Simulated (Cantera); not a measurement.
Charge: 1 mol NiS, a varied amount of H2, held at 1025 °C and 1.10 bar.

These are equilibrium values from Cantera (NASA tables, ideal gas, pure condensed phases), not measurements of a reactor. Candidate condensed phases: Ni, NiS, NiS2, Ni3S2, Ni3S4, S; 9 gas species. Metal and sulfide melt together well below either melting point, which pure phases cannot show. Mutual solubility and eutectic melting of coexisting phases are not modelled. The numbers say what is thermodynamically allowed, not how fast it happens.

Problem. Which condensed phases are stable at each of these points (n(H2) (mol)): 69, 180, 300, 410, 530, 640, 760, 870, 980, 1100, 1200?

Solution. 
| n(H2) (mol) | condensed phases | Ni condensed (%) |
|---|---|---|
| 69 | Ni(s) + Ni3S2(l) | 100.0 |
| 180 | Ni(s) | 100.0 |
| 300 | Ni(s) | 100.0 |
| 410 | Ni(s) | 100.0 |
| 530 | Ni(s) | 100.0 |
| 640 | Ni(s) | 100.0 |
| 760 | Ni(s) | 100.0 |
| 870 | Ni(s) | 100.0 |
| 980 | Ni(s) | 100.0 |
| 1100 | Ni(s) | 100.0 |
| 1200 | Ni(s) | 100.0 |

At 69 mol H2 the condensed part is Ni(s) + Ni3S2(l). From 180 mol H2 to 1200 mol H2 the condensed part is Ni(s).
